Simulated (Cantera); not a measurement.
What does this Cantera script print?

```python
import numpy as np
import cantera as ct

gas_names = [...]  # 47 gases of nasa_gas.yaml made of Cl, H, N, O, Si
cond_names = """
    H2O(s) H2O(L) NH4CL(a) NH4CL(b) Si(cr) Si(L) SiO2(Lqz) SiO2(hqz) SiO2(L) Si2N2O(s) Si3N4(a)
""".split()


# ... load() reads the species with a 1 bar reference pressure and builds the phases ...
atoms = {
    'SiH4': {'Si': 1, 'H': 4},
    'H2O': {'H': 2, 'O': 1},
    'N2': {'N': 2},
    'Cl2': {'CL': 2},
}
top_T = {'Si2N2O(s)': 2100, 'Si3N4(a)': 2400}  # K; cautious upper limits of use, not melting points


# ... equilibrate(T, P, feed) seeds the gas with the atoms and calls Mixture.equilibrate('TP', solver="vcs", rtol=1e-11, max_steps=5000) ...
results = []
feed = {'SiH4': 1, 'H2O': 0.54, 'N2': 3.3, 'Cl2': 0.036}  # mol
P = 8.7  # Pa
for T in [1225, 1250, 1275, 1300, 1325, 1350, 1375, 1400, 1425, 1450, 1475, 1500]:
    mix = equilibrate(T, P, feed)
    results.append((T, P, feed, dict(zip(mix.species_names, mix.species_moles))))

top = {s: max(r[3][s] / sum(r[3][g] for g in gas_names) for r in results) for s in gas_names}
cols = sorted((s for s in top if top[s] > 0.001), key=lambda s: -top[s])[:7]
seen = [c for c in cond_names if any(r[3].get(c, 0) > 1e-12 for r in results)]
print("log10 of partial pressures in bar; condensed amounts in mol")
print(f"{'T/K':>10s}" + "".join(f"{s[:9]:>10s}" for s in cols + seen))
for T, P, feed, n in results:
    ng = sum(n[g] for g in gas_names)
    print(f"{T:10.4g}" + "".join(f"{np.log10(max(n[s] / ng * P / 1e5, 1e-99)):10.3f}" for s in cols)
          + "".join(f"{n.get(c, 0):10.4g}" for c in seen))
```

Output:

```
log10 of partial pressures in bar; condensed amounts in mol
       T/K        N2        H2       SiO       HCL         H SiO2(hqz) Si2N2O(s)
      1225    -4.343    -4.393    -8.145    -5.935    -8.703    0.0265    0.4865
      1250    -4.343    -4.394    -7.714    -5.935    -8.512   0.02624    0.4863
      1275    -4.343    -4.394    -7.299    -5.935    -8.329    0.0256    0.4856
      1300    -4.343    -4.394    -6.901    -5.936    -8.153   0.02404    0.4841
      1325    -4.344    -4.395    -6.518    -5.937    -7.984   0.02035    0.4804
      1350    -4.345    -4.398    -6.150    -5.940    -7.822   0.01185    0.4719
      1375    -4.347    -4.402    -5.898    -5.944    -7.666         0      0.46
      1400    -4.347    -4.402    -5.897    -5.944    -7.514         0      0.46
      1425    -4.347    -4.402    -5.897    -5.945    -7.367         0    0.4599
      1450    -4.347    -4.402    -5.895    -5.950    -7.225         0    0.4595
      1475    -4.347    -4.403    -5.890    -5.962    -7.088         0    0.4585
      1500    -4.348    -4.403    -5.876    -5.992    -6.956         0    0.4558
```

Method: chemical equilibrium by Gibbs-energy minimisation in Cantera with the NASA 1993 tables (ideal gas, pure condensed phases). N2 is the only nitrogen source here; it is nearly inert below about 1500 K, so the nitride shown seldom forms there in practice. Mutual solubility and eutectic melting of coexisting phases are not modelled. The tables hold silica as quartz up to 1696 K and as liquid above; real silica turns to tridymite and cristobalite and melts near 1996 K.
